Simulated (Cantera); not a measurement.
Input (Python, Cantera) and output of one run.

```python
import numpy as np
import cantera as ct

gas_names = [...]  # 113 gases of nasa_gas.yaml made of C, H, O, Ta
cond_names = """
    C(gr) C6H6(L) C7H8(L) C8H18(L),n-octa H2O(s) H2O(L) Ta(cr) Ta(L) TaC(s) TaC(L) Ta2O5(s) Ta2O5(L)
""".split()


# ... load() reads the species with a 1 bar reference pressure and builds the phases ...
atoms = {
    'Ta(OEt)5': {'Ta': 1, 'C': 10, 'H': 25, 'O': 5},
    'CH4': {'C': 1, 'H': 4},
    'H2': {'H': 2},
}
top_T = {'C(gr)': 4500}  # K; cautious upper limits of use, not melting points


# ... equilibrate(T, P, feed) seeds the gas with the atoms and calls Mixture.equilibrate('TP', solver="vcs", rtol=1e-11, max_steps=5000) ...
results = []
feed = {'Ta(OEt)5': 1, 'CH4': 1, 'H2': 13}  # mol
P = 1333.22  # Pa
for T in [1473, 1523, 1573, 1623, 1673, 1723, 1773, 1823, 1873, 1923, 1973, 2023, 2073, 2123]:
    mix = equilibrate(T, P, feed)
    results.append((T, P, feed, dict(zip(mix.species_names, mix.species_moles))))
    x = sorted(zip(gas.X, gas.species_names), reverse=True)
    print(f"T = {T:g} K  P = {P:g} Pa  gas = {mix.phase_moles(0):.4g} mol")
    print("   x: " + "  ".join(f"{s} {v:.3e}" for v, s in x if v > 0.001))
    print("   condensed (mol): " + ("  ".join(f"{mix.phase(i).name} {mix.phase_moles(i):.4g}"
          for i in range(1, mix.n_phases) if mix.phase_moles(i) > 1e-12) or "none"))
```

It prints:

```
T = 1473 K  P = 1333.22 Pa  gas = 32.5 mol
   x: H2 8.460e-01  CO 1.538e-01
   condensed (mol): C(gr) 4.999  TaC(s) 1
T = 1523 K  P = 1333.22 Pa  gas = 32.5 mol
   x: H2 8.459e-01  CO 1.538e-01
   condensed (mol): C(gr) 4.999  TaC(s) 1
T = 1573 K  P = 1333.22 Pa  gas = 32.5 mol
   x: H2 8.458e-01  CO 1.538e-01
   condensed (mol): C(gr) 4.998  TaC(s) 1
T = 1623 K  P = 1333.22 Pa  gas = 32.51 mol
   x: H2 8.456e-01  CO 1.538e-01
   condensed (mol): C(gr) 4.998  TaC(s) 1
T = 1673 K  P = 1333.22 Pa  gas = 32.51 mol
   x: H2 8.453e-01  CO 1.538e-01
   condensed (mol): C(gr) 4.997  TaC(s) 1
T = 1723 K  P = 1333.22 Pa  gas = 32.52 mol
   x: H2 8.447e-01  CO 1.537e-01  H 1.452e-03
   condensed (mol): C(gr) 4.995  TaC(s) 1
T = 1773 K  P = 1333.22 Pa  gas = 32.54 mol
   x: H2 8.439e-01  CO 1.537e-01  H 2.263e-03
   condensed (mol): C(gr) 4.992  TaC(s) 1
T = 1823 K  P = 1333.22 Pa  gas = 32.56 mol
   x: H2 8.428e-01  CO 1.536e-01  H 3.445e-03
   condensed (mol): C(gr) 4.988  TaC(s) 1
T = 1873 K  P = 1333.22 Pa  gas = 32.58 mol
   x: H2 8.412e-01  CO 1.535e-01  H 5.127e-03
   condensed (mol): C(gr) 4.983  TaC(s) 1
T = 1923 K  P = 1333.22 Pa  gas = 32.62 mol
   x: H2 8.389e-01  CO 1.533e-01  H 7.472e-03
   condensed (mol): C(gr) 4.975  TaC(s) 1
T = 1973 K  P = 1333.22 Pa  gas = 32.67 mol
   x: H2 8.358e-01  CO 1.530e-01  H 1.068e-02
   condensed (mol): C(gr) 4.965  TaC(s) 1
T = 2023 K  P = 1333.22 Pa  gas = 32.75 mol
   x: H2 8.316e-01  CO 1.527e-01  H 1.500e-02
   condensed (mol): C(gr) 4.951  TaC(s) 1
T = 2073 K  P = 1333.22 Pa  gas = 32.84 mol
   x: H2 8.260e-01  CO 1.523e-01  H 2.070e-02  C2H2,acetylene 1.012e-03
   condensed (mol): C(gr) 4.933  TaC(s) 1
T = 2123 K  P = 1333.22 Pa  gas = 32.96 mol
   x: H2 8.188e-01  CO 1.517e-01  H 2.812e-02  C2H2,acetylene 1.356e-03
   condensed (mol): C(gr) 4.91  TaC(s) 1
```

Cantera equilibrium calculation (NASA polynomials, part measured and part estimated; ideal gas, pure solids and liquids). The feed counts by its element totals alone. TaC: taken at fixed stoichiometry. Condensed phases not in the tables: Ta2C.
